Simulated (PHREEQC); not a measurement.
## Reverse-osmosis permeate: an equilibrium model

A made-up water analysis in mg/kgw, 80 °C, pH 6.03, pe 0.4:

| constituent | mg/kgw |
|---|---|
| Na | 2.26 |
| K | 0.0579 |
| Ca | 2.22 |
| Mg | 0.849 |
| Cl | 3.14 |
| S(6) as SO4 | 5.68 |
| Alkalinity as HCO3 | 4.48 |
| Fe(2) | 0.00216 |
| Li | 0.00205 |
| Si as SiO2 | 0.177 |
| Br | 0.0393 |
| Mn(2) | 0.0317 |

Valence states are taken as typed.

Model: ion-association model, phreeqc.dat, run in PHREEQC.

Precipitation was switched off in this run.

Q: Estimate the charge-balance error.

A: charge-balance error 0.2 %.

Q: In which forms is Mg present?

A: Mg+2 96 %, MgSO4 3.5 % of the Mg.

Constants without temperature data keep their 25 °C values here.
